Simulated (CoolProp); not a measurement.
Vapour pressure (MPa) of propylene: the reference equation beside estimates from Tc = 91.1 °C, pc = 4.555 MPa, ω = 0.146. Clausius-Clapeyron is anchored at 0.45 °C with a constant enthalpy of vaporisation of 15.86 kJ/mol.

Computed with CoolProp (reference Helmholtz-energy equation of state, Lemmon 2013).

```
T (°C)  reference  Clausius-Clapeyron  Soave-Redlich-Kwong  Peng-Robinson
------  ---------  ------------------  -------------------  -------------
-12.95     0.3887              0.4134               0.3893         0.3879
-10.75     0.4179              0.4396               0.4187         0.4168
-8.45      0.4500              0.4683               0.4512         0.4489
-6.25      0.4824              0.4969               0.4841         0.4812
-3.95      0.5182              0.5282               0.5203         0.5169
-1.75      0.5542              0.5594               0.5567         0.5528
0.45       0.5920              0.5920               0.5951         0.5905
2.75       0.6335              0.6274               0.6372         0.6320
4.95       0.6752              0.6627               0.6796         0.6737
7.25       0.7210              0.7010               0.7260         0.7195
9.45       0.7668              0.7392               0.7726         0.7654
11.65      0.8148              0.7787               0.8214         0.8134
13.95      0.8672              0.8216               0.8748         0.8660
```

Absolute difference from the reference over all 13 rows, mean and median: Clausius-Clapeyron 3.1 and 3.0 %, Soave-Redlich-Kwong 0.5 and 0.5 %, Peng-Robinson 0.2 and 0.2 %.
